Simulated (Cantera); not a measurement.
Titanium nitride, carbide and oxide coatings: TiCl4 + H2O + H2

Feed: 1 mol TiCl4, 0.36 mol H2O, a varied amount of H2, held at 10.0 mbar.

Cantera equilibrium calculation (NASA polynomials, part measured and part estimated; ideal gas, pure solids and liquids). Candidate condensed phases: H2O, Ti, TiCl2, TiCl3, TiCl4, TiO, TiO2, Ti2O3, Ti3O5, Ti4O7; 23 gas species. Mutual solubility and eutectic melting of coexisting phases are not modelled. The tables' values for TiCl2 are old estimates. TiO: taken at fixed stoichiometry. Condensed phases not in the tables: TiOCl. Kinetics and transport are ignored.

Task: Map the stable condensed phases over T = 1000, 1100, 1200, 1300, 1400, 1500, 1600, 1700, 1800, 1900, 2000, 2100, 2200 K and n(H2) in mol = 4.5, 5.6, 6.9, 8.5, 10, 13, 16, 20, 24.

Result: 
```
T in K \ n(H2) in mol
         4.5 5.6 6.9 8.5  10  13  16  20  24
   2200    A   A   A   A   A   A   A   A   A
   2100    A   A   A   A   A   A   A   A   A
   2000    A   A   A   A   A   A   A   A   A
   1900    B   A   A   A   A   A   A   A   A
   1800    B   B   A   A   A   A   A   A   A
   1700    C   B   B   A   A   A   A   A   A
   1600    C   C   C   B   B   A   A   A   A
   1500    C   C   C   C   C   B   A   A   A
   1400    C   C   C   C   C   C   B   B   A
   1300    C   C   C   C   C   C   C   C   C
   1200    C   C   C   C   C   C   C   C   C
   1100    C   C   C   C   C   C   C   C   C
   1000    C   C   C   C   C   C   C   C   C
```
A: TiO; B: TiO + Ti2O3; C: Ti2O3.
